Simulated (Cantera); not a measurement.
Input: 1 mol NF3, 0.08 mol H2, equilibrated at 75.0 Torr.

These are equilibrium values from Cantera (NASA tables, ideal gas, pure condensed phases), not measurements of a reactor. Equilibrium is a limit: real reactors are often held back by kinetics, nucleation or transport.

log p: log10 of the partial pressure in bar; nothing condenses.

```csv
T (K),log p F,log p F2,log p N2,log p NF3,log p HF
823,-2.58,-1.29,-1.72,-1.73,-2.05
1023,-1.58,-1.34,-1.68,-3.39,-2.17
1223,-1.18,-1.91,-1.79,-5.38,-2.29
1423,-1.10,-2.76,-1.84,-7.43,-2.33
1623,-1.09,-3.50,-1.84,-9.10,-2.34
1823,-1.09,?,-1.84,?,-2.34
2023,-1.09,-4.56,-1.84,-11.48,-2.34
2223,-1.09,-4.96,-1.85,-12.34,-2.34
2423,-1.09,-5.28,-1.85,<-13,-2.34
2623,-1.09,-5.56,-1.85,<-13,-2.34
2823,-1.09,?,-1.85,<-13,-2.34
3023,-1.09,-6.02,-1.85,<-13,-2.34
3223,-1.09,-6.20,-1.85,<-13,-2.34
```

Problem. What belongs in the gaps?

Solution. 
- 1823, log p F2: -4.09
- 1823, log p NF3: -10.42
- 2823, log p F2: -5.81
